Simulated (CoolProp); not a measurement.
A closed Brayton cycle with carbon dioxide: compressor inlet 313.15 K and 9.7 MPa, high pressure 26 MPa, turbine inlet 905 K, compressor efficiency 0.85, turbine efficiency 0.9, recuperator effectiveness 0.95 (on enthalpy, no pinch check). Each further row changes one setting.

Computed with CoolProp (reference Helmholtz-energy equation of state, Span 1996).

| case | thermal efficiency (%) | net work (kJ/kg) | compressor to turbine work | compressor exit (K) | turbine exit (K) |
|---|---|---|---|---|---|
| as stated | (withheld) | 116 | 0.20 | 348.3 | 779.5 |
| turbine inlet 855 K | 38.5 | 107 | 0.21 | 348.3 | (withheld) |
| compressor inlet 323.15 K | (withheld) | 102 | (withheld) | 389.3 | 779.5 |
| high pressure 22.1 MPa | 38.1 | 99.5 | 0.18 | 341.8 | 799.6 |
| recuperator effectiveness 0.5 | 22.0 | 116 | 0.20 | 348.3 | 779.5 |

Problem. What belongs in the gaps?

Solution. 
- as stated, thermal efficiency (%): 40.0
- turbine inlet 855 K, turbine exit (K): 733.9
- compressor inlet 323.15 K, thermal efficiency (%): 39.1
- compressor inlet 323.15 K, compressor to turbine work: 0.29
